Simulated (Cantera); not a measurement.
Premixed flame

A freely propagating, adiabatic, planar premixed flame of 11.1 % CH₄, 17.1 % O₂, 71.8 % N₂, equivalence ratio 1.3, unburnt at 625 K and 563 Torr; mixture-averaged transport, grid criteria slope 0.08 and curve 0.16, no radiation.

Model: GRI-Mech 3.0 (53 species, 325 reactions), integrated in Cantera. Burning velocities carry a grid error of a few per cent, more on coarse grids.

```
z (mm)  T (K)  u (m/s)     x CH₄      x O₂     x NO     x H₂       x O    x CH₂O
------  -----  -------  --------  --------  -------  -------  --------  --------
-1.58     625    0.988     0.111     0.171    <1e-8  0.00235     <1e-8   1.47e-7
-1.06     629    0.998     0.110     0.170  1.81e-8  0.00662     <1e-8   3.76e-6
-0.792    643     1.03     0.108     0.168  9.29e-8   0.0116     <1e-8   2.19e-5
-0.528    730     1.18     0.101     0.161  7.43e-7   0.0208   2.06e-7  0.000174
-0.264   1135     1.87    0.0691     0.125  5.61e-6   0.0348   1.31e-5  0.000865
-0.132   1506     2.51    0.0379    0.0845  1.21e-5   0.0420   9.04e-5   0.00105
0        1842     3.10    0.0105    0.0407  2.35e-5   0.0450  0.000368  0.000589
0.132    2004     3.38   0.00129    0.0149  4.09e-5   0.0422  0.000731  0.000154
0.264    2048     3.45  0.000101   0.00555  5.74e-5   0.0396  0.000887   1.96e-5
0.528    2069     3.47   6.61e-7   0.00183  7.41e-5   0.0393  0.000832   1.83e-7
1.06     2089     3.49     <1e-8   0.00118  8.29e-5   0.0401  0.000661     <1e-8
2.11     2113     3.53     <1e-8  0.000817  8.69e-5   0.0401  0.000457     <1e-8
4.22     2140     3.57     <1e-8  0.000467  9.02e-5   0.0400  0.000258     <1e-8
```
x: mole fraction of selected species; z is measured from the peak of heat release.

The laminar burning velocity is 98.6 cm/s, the thermal thickness comes out as 0.528 mm and the peak x(H₂) is 0.0450. The peak x(O) is 0.000895, the peak x(CH₂O) is 0.00106 and the grid points is 137.
